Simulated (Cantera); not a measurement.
A closed system holds: 1 mol Fe2O3, 0.48 mol C, 5.2 mol N2, held at 2173.15 K and 0.180 bar.

Equilibrium computed with Cantera from the NASA thermochemical tables; the gas is ideal and each condensed phase is pure. Candidate condensed phases: C, Fe, Fe(CO)5, FeO, Fe2O3, Fe3O4; 27 gas species. The tables' stoichiometric FeO is somewhat more stable than real wüstite, so its field is too wide. FeO: taken at fixed stoichiometry. Equilibrium is a limit: real reactors are often held back by kinetics, nucleation or transport.

Base state: N2 0.906, CO2 0.0736, CO 0.0102, O2 0.00724, NO 0.00236, O 0.000456, FeO 0.000168, Fe 0.000154 (mole fractions); condensed: FeO(l).

Problem. What changes in the equilibrium state with this change: pressure from 0.180 bar to 0.0240 bar?

Solution. 
| species | before | after |
|---|---|---|
| N2 | 0.906 | 0.897 |
| CO2 | 0.0736 | 0.0640 |
| CO | 0.0102 | 0.0190 |
| O2 | 0.00724 | 0.0119 |
| Fe | 0.000154 | 0.00246 |
| FeO | 0.000168 | 0.00126 |
| O | 0.000456 | 0.00160 |
| NO | 0.00236 | 0.00301 |
| FeO(l), mol | 2.00 | 1.98 |

Problem. What changes in the equilibrium state with this change: temperature from 2173.15 K to 1725 K?

Solution. 
| species | before | after |
|---|---|---|
| N2 | 0.906 | 0.915 |
| CO2 | 0.0736 | 0.0814 |
| CO | 0.0102 | 0.00305 |
| O2 | 0.00724 | 3.31e-5 |
| Fe | 0.000154 | 2.60e-7 |
| FeO | 0.000168 | 2.25e-7 |
| O | 0.000456 | 7.87e-7 |
| NO | 0.00236 | 4.31e-5 |
| FeO(l), mol | 2.00 | 1.83 |
| Fe3O4(s), mol | 0 | 0.0567 |
Mutual solubility and eutectic melting of coexisting phases are not modelled.

Problem. What changes in the equilibrium state with this change: C from 0.48 to 1.8 mol?

Solution. 
```csv
species,before,after
N2,0.906,0.734
CO,0.0102,0.233
CO2,0.0736,0.0215
Fe,0.000154,0.0120
O2,0.00724,1.18e-6
NO,0.00236,2.72e-5
O,0.000456,5.83e-6
FeO,0.000168,0.000168
"FeO(l), mol",2.00,1.05
"Fe(l), mol",0,0.867
```
Each liquid is taken as pure. Mutual solubility and eutectic melting of coexisting phases are not modelled.
